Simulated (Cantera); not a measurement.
Input: 1 mol Si2Cl6, 33 mol H2, 0.04 mol HCl, at 13.3 mbar.

Cantera equilibrium calculation (NASA polynomials, part measured and part estimated; ideal gas, pure solids and liquids). Candidate condensed phases: Si; 19 gas species. The feed counts by its element totals alone. The tables' values for SiCl3 are old estimates; treat these amounts as uncertain. The numbers say what is thermodynamically allowed, not how fast it happens. All values below are at 825 °C.

Base state: H2 0.915, HCl 0.0493, SiCl4 0.0215, SiHCl3 0.00580, SiCl2 0.00540, SiCl3 0.00287, SiH2Cl2 0.000187 (mole fractions); condensed: Si(s).

What changes in the equilibrium state with this change: HCl from 0.04 to 2.5 mol?


```tsv
species	before	after
H2	0.915	0.896
HCl	0.0493	0.0539
SiCl4	0.0215	0.0319
SiCl3	0.00287	0.00387
SiHCl3	0.00580	0.00772
SiCl2	0.00540	0.00658
Si(s), mol	0.748	0.140
```
